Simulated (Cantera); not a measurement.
Charge: 1 mol Cr, 1.2 mol N2O, 14 mol H2, 0.41 mol N2, held at 602 °C and 0.133 bar.

Method: chemical equilibrium by Gibbs-energy minimisation in Cantera with the NASA 1993 tables (ideal gas, pure condensed phases). Candidate condensed phases: Cr, CrN, Cr2N, Cr2O3, H2O; 29 gas species. Kinetics and transport are ignored.

Base state: H2 0.903, N2 0.0973, NH3 5.32e-5, H2O 1.71e-5 (mole fractions); condensed: CrN(s) + Cr2O3(s).

Task: What changes in the equilibrium state with this change: Cr replaced by V?

Result: 
```csv
species,before,after
H2,0.903,0.902
N2,0.0973,0.0969
H2O,1.71e-5,0.00134
NH3,5.32e-5,5.30e-5
"CrN(s), mol",0.200,0
"Cr2O3(s), mol",0.400,0
"VN(s), mol",0,0.214
"V2O3(s), mol",0,0.393
```
VN: taken at fixed stoichiometry. Condensed phases not in the tables: the oxides between V2O3 and V2O5 other than VO2, V2N. Further candidate phases: V, VN, VO, V2O3, V2O4, V2O5.
